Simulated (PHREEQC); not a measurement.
Solution (20 °C): 0.00085 mol NaHSO4 and 0.018 mol Na2CO3 per kg of water. Closed to the air; pH follows from the charge balance.

Model: Pitzer model, pitzer.dat, run in PHREEQC.

The pH comes out as 11.04 and the ionic strength comes out as 0.0539 mol/kgw. The specific conductance is 3270 µS/cm, the density is 1.000 g/cm³ and the osmotic coefficient comes out as 0.886. The total alkalinity comes out as 35.1 meq/kg.

```csv
species,molality,activity,log γ
Na+,0.0369,0.0298,-0.092
CO3-2,0.0162,0.00721,-0.352
HCO3-,0.00178,0.00159,-0.047
OH-,0.000925,0.000753,-0.089
SO4-2,0.000850,0.000368,-0.363
CO2,3.39e-8,3.41e-8,0.003
```

This is a speciation only: nothing precipitates in the calculation.
